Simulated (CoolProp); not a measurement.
Vapour pressure (bar) of dodecamethylpentasiloxane (MD3M): the reference equation beside estimates from Tc = 628.0 K, pc = 9.540 bar, ω = 0.730. Clausius-Clapeyron is anchored at 484.4 K with a constant enthalpy of vaporisation of 45.11 kJ/mol.

Model: reference Helmholtz-energy equation of state, Thol 2019, in CoolProp.

| T (K) | reference | Lee-Kesler | Clausius-Clapeyron | van der Waals | Redlich-Kwong | Soave-Redlich-Kwong | Peng-Robinson |
|---|---|---|---|---|---|---|---|
| 470.5 | 0.4483 | 0.4459 | 0.4643 | 2.681 | 1.443 | 0.4506 | 0.4604 |
| 474 | 0.4929 | 0.4901 | 0.5055 | 2.778 | ? | 0.4956 | 0.5054 |
| 477.5 | 0.5409 | 0.5376 | 0.5498 | 2.879 | 1.616 | 0.5441 | 0.5538 |
| 480.9 | 0.5910 | 0.5873 | 0.5958 | 2.978 | 1.704 | 0.5948 | 0.6044 |
| 484.4 | 0.6464 | 0.6421 | 0.6464 | 3.082 | 1.799 | 0.6509 | ? |
| 487.8 | 0.7040 | 0.6992 | ? | 3.186 | 1.895 | 0.7093 | 0.7183 |
| 491.3 | 0.7674 | ? | 0.7565 | 3.295 | 1.997 | 0.7737 | 0.7823 |
| 494.8 | 0.8353 | 0.8293 | 0.8179 | 3.407 | 2.103 | 0.8427 | 0.8507 |
| 498.2 | 0.9056 | 0.8990 | ? | 3.517 | 2.209 | 0.9142 | ? |
| 501.7 | 0.9828 | 0.9754 | 0.9511 | 3.634 | 2.323 | 0.9928 | 0.9995 |
| 505.1 | 1.063 | 1.055 | 1.023 | 3.749 | ? | 1.074 | 1.080 |
| 508.6 | 1.150 | 1.141 | 1.101 | 3.870 | 2.558 | 1.163 | 1.168 |
| 512.1 | 1.243 | 1.233 | 1.185 | 3.993 | 2.684 | 1.258 | 1.262 |

Q: What belongs in the gaps?

A: 
- 474, Redlich-Kwong: 1.528
- 484.4, Peng-Robinson: 0.6602
- 487.8, Clausius-Clapeyron: 0.6988
- 491.3, Lee-Kesler: 0.7620
- 498.2, Clausius-Clapeyron: 0.8815
- 498.2, Peng-Robinson: 0.9217
- 505.1, Redlich-Kwong: 2.437

Absolute difference from the reference over all 13 rows, mean and median: Lee-Kesler 0.7 and 0.7 %, Clausius-Clapeyron 2.4 and 2.6 %, van der Waals 341.0 and 329.4 %, Redlich-Kwong 163.6 and 160.2 %, Soave-Redlich-Kwong 0.8 and 0.8 %, Peng-Robinson 2.0 and 1.9 %.
